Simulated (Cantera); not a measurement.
Charge: 1 mol BF₃, 0.21 mol O₂, 34 mol H₂, equilibrated at 1998.15 K and 0.000780 bar.

Equilibrium computed with Cantera from the NASA thermochemical tables; the gas is ideal and each condensed phase is pure. Candidate condensed phases: B, B₂O₃, B₃O₃H₃, H₂O; 43 gas species. The tables' values for BF₂ are old estimates; treat these amounts as uncertain. Kinetics and transport are ignored.

Base state: H₂ 0.868, H 0.0536, HF 0.0515, BF 0.0127, BOF 0.0106, BF₂ 0.00261, HBO 0.000399, BF₃ 0.000371 (mole fractions); condensed: gas only.

Task: What changes in the equilibrium state with this change: temperature from 1998.15 K to 1873 K?

Result: 
```tsv
species	before	after
H₂	0.868	0.902
HF	0.0515	0.0481
H	0.0536	0.0220
BF	0.0127	0.0101
BOF	0.0106	0.0112
BF₃	0.000371	0.00158
BO	0.000358	0.000114
```
